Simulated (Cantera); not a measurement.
Input: 1 mol FeCl3, 1.2 mol H2, equilibrated at 81.0 Pa.

These are equilibrium values from Cantera (NASA tables, ideal gas, pure condensed phases), not measurements of a reactor. Candidate condensed phases: Fe, FeCl2, FeCl3; 11 gas species. Rates play no part.

log p: log10 of the partial pressure in bar; n: condensed amount in mol.

| T (K) | log p HCl | log p H2 | log p FeCl2 | log p Fe2Cl4 | log p Fe | n FeCl2(s) | n Fe(α) | n Fe(γ) |
|---|---|---|---|---|---|---|---|---|
| 600 | -3.32 | -3.48 | -8.22 | -10.33 | <-15 | 1.000 | 0 | 0 |
| 750 | -3.33 | -3.48 | -4.86 | -6.15 | <-15 | 0.967 | 0 | 0 |
| 900 | -3.31 | -3.93 | -3.69 | -5.50 | <-15 | 0 | 0.308 | 0 |
| 1050 | [?] | [?] | -3.61 | [?] | [?] | 0 | [?] | 0 |
| 1200 | -3.44 | -3.74 | -3.57 | -7.32 | -10.30 | 0 | 0 | 0.0998 |
| 1350 | -3.49 | -3.70 | -3.54 | -7.94 | -8.37 | 0 | 0 | 0.0368 |
| 1500 | -3.52 | -3.68 | -3.52 | [?] | [?] | 0 | 0 | 0 |
| 1650 | -3.52 | -3.68 | -3.53 | -8.90 | -5.72 | 0 | 0 | 0 |

Question: Some entries are withheld; supply them.

Answer: 
- 1500, log p Fe2Cl4: -8.45
- 1500, log p Fe: -6.85
- 1050, log p HCl: -3.38
- 1050, log p H2: -3.81
- 1050, log p Fe2Cl4: -6.53
- 1050, log p Fe: -12.81
- 1050, n Fe(α): 0.187
